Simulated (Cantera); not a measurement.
An adiabatic, constant-volume homogeneous reactor starts with C₃H₈ : O₂ : N₂ = 1 : 5.21 : 19.6 (molar parts), equivalence ratio 0.96, at 1650 K and 150 Torr. Integrator tolerance rtol = 1e-08.

Computed with Cantera and GRI-Mech 3.0 (53 species, 325 reactions). GRI-Mech 3.0 was tuned for natural gas; its chemistry of propane as a main component is partial and can be far from experiment.

Task: What does this change do: pressure from 150 Torr to 720 Torr?

Result: 
| quantity | before | after |
|---|---|---|
| time of steepest temperature rise | 85.6 µs | 24.5 µs |
| temperature at 0.900 s | 2803 K | 2954 K |
| equilibrium temperature | 2803 K | 2954 K |
| x(C₃H₈) at 0.900 s | <1e-12 (gas-phase equilibrium <1e-12) | <1e-12 (gas-phase equilibrium <1e-12) |
| x(O₂) at 0.900 s | 0.0313 (gas-phase equilibrium 0.0313) | 0.0282 (gas-phase equilibrium 0.0282) |
| x(HO₂) at 0.900 s | 5.35e-6 (gas-phase equilibrium 5.35e-6) | 1.03e-5 (gas-phase equilibrium 1.03e-5) |
| x(OH) at 0.900 s | 0.0262 (gas-phase equilibrium 0.0262) | 0.0253 (gas-phase equilibrium 0.0253) |
| x(O) at 0.900 s | 0.0159 (gas-phase equilibrium 0.0159) | 0.0118 (gas-phase equilibrium 0.0118) |
